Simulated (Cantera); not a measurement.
Charge: 1 mol SiHCl3, 0.17 mol CH4, 1700 mol H2, equilibrated at 1123 K and 0.133 bar.

Method: chemical equilibrium by Gibbs-energy minimisation in Cantera with the NASA 1993 tables (ideal gas, pure condensed phases). Candidate condensed phases: C, C6H6, C7H8, C8H18, Si, SiC; 109 gas species. Mutual solubility and eutectic melting of coexisting phases are not modelled. Kinetics and transport are ignored.

Base state: H2 0.998, HCl 0.00174 (mole fractions); condensed: Si(s) + SiC(s).

Question: What changes in the equilibrium state with this change: H2 from 1700 to 67 mol?

Answer: 
```json
[
 {"species": "H2", "before": "0.998", "after": "0.972"},
 {"species": "HCl", "before": "0.00174", "after": "0.0207"},
 {"species": "SiCl4", "before": "1.41e-7", "after": "0.00297"},
 {"species": "SiCl3", "before": "2.70e-7", "after": "0.000472"},
 {"species": "SiHCl3", "before": "1.39e-6", "after": "0.00239"},
 {"species": "SiCl2", "before": "6.41e-6", "after": "0.000930"},
 {"species": "SiH2Cl2", "before": "1.67e-6", "after": "0.000236"},
 {"species": "Si(s), mol", "before": "0.819", "after": "0.347"},
 {"species": "SiC(s), mol", "before": "0.163", "after": "0.170"}
]
```
The tables' values for SiCl3 are old estimates; treat these amounts as uncertain.
